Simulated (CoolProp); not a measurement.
Vapour-liquid equilibrium of C3F8 (R218) (1) + R134a (2) at 273.6 K; x and y are mole fractions of (1).

Computed with CoolProp (multi-fluid Helmholtz-energy mixture model, Lemmon 2006 and Tillner-Roth 1994; pair parameters Bell 2016).

### Question
Give the bubble pressure and the first vapour's composition at x = 0.35, 0.65, 0.95. Is there an azeotrope?

### Answer
x = 0.35: 0.4728 MPa, y = 0.502; x = 0.65: 0.4966 MPa, y = 0.644; x = 0.95: 0.4458 MPa, y = 0.907. y crosses x between x = 0.575 and 0.65: the model has an azeotrope there.

The pair parameters rest on a limited set of measurements; away from them the model extrapolates.
